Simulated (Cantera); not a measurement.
Standard-state values (1 bar) from the NASA 1993 polynomials, evaluated with Cantera. Values are per mole of reaction as written; species without (g) are pure solids or liquids, kept so even where they would boil at 1 bar.

Nb + 2 H2O(g) → 2 H2(g) + NbO2(g)

```csv
T (K),ΔH° (kJ),ΔS° (J/K),ΔG° (kJ),log10 K
1298,291.7,133.9,117.9,-4.74
1498,?,?,?,?
1698,290.5,133.1,64.4,-1.98
1898,288.9,132.3,37.9,-1.04
2098,?,?,?,?
```

**Question.** Fill in the missing entries.

**Answer.** 
- 1498, ΔH° (kJ): 291.4
- 1498, ΔS° (J/K): 133.7
- 1498, ΔG° (kJ): 91.1
- 1498, log10 K: -3.18
- 2098, ΔH° (kJ): 286.8
- 2098, ΔS° (J/K): 131.2
- 2098, ΔG° (kJ): 11.5
- 2098, log10 K: -0.29
